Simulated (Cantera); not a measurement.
A Cantera script and its output.

```python
import numpy as np
import cantera as ct

gas = ct.Solution("gri30.yaml")


def delay(T, t_max=10):
    gas.TPX = T, 110000, {'H2': 1, 'O2': 0.532, 'N2': 2}
    reactor = ct.IdealGasReactor(gas, clone=False)
    net = ct.ReactorNet([reactor])
    net.rtol, net.atol = 1e-8, 1e-16
    while net.time < t_max:
        t_old, T_old = net.time, reactor.T
        net.step()
        if reactor.T > T + 400:  # ignition: a rise of 400 K
            return t_old + (T + 400 - T_old) / (reactor.T - T_old) * (net.time - t_old)
    return np.nan


taus = []
for T in [925, 975, 1025, 1075, 1125, 1175, 1225]:
    taus.append(delay(T))
    print(f"T0 = {T:6g} K   tau = {taus[-1]:.4e} s")
```

Result:

```
T0 =    925 K   tau = 7.5247e-02 s
T0 =    975 K   tau = 1.0608e-03 s
T0 =   1025 K   tau = 1.8911e-04 s
T0 =   1075 K   tau = 1.0084e-04 s
T0 =   1125 K   tau = 6.5887e-05 s
T0 =   1175 K   tau = 4.7250e-05 s
T0 =   1225 K   tau = 3.5856e-05 s
```

Computed with Cantera and GRI-Mech 3.0 (53 species, 325 reactions). Below about 950 K walls govern HO2 and H2O2 in real vessels.
